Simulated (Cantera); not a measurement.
Charge: 1 mol FeS, 0.19 mol O₂, 0.063 mol CO₂, held at 0.490 bar.

Cantera equilibrium calculation (NASA polynomials, part measured and part estimated; ideal gas, pure solids and liquids). Candidate condensed phases: C, Fe, Fe(CO)₅, FeO, FeS, FeSO₄, FeS₂, Fe₂O₃, Fe₂(SO₄)₃, Fe₃O₄, S; 25 gas species. FeS: taken at fixed stoichiometry. Gases not in the tables: S₃ to S₇. Equilibrium is a limit: real reactors are often held back by kinetics, nucleation or transport.

### Question
At 875 K, list the 6 most abundant gas species with their mole fractions, and the condensed phases.

### Answer
CO₂ 0.529, SO₂ 0.462, S₂ 0.00779, S₂O 0.000929, COS 0.000126, CO 0.000100. Condensed: FeS(s) + FeS₂(s) + Fe₃O₄(s).
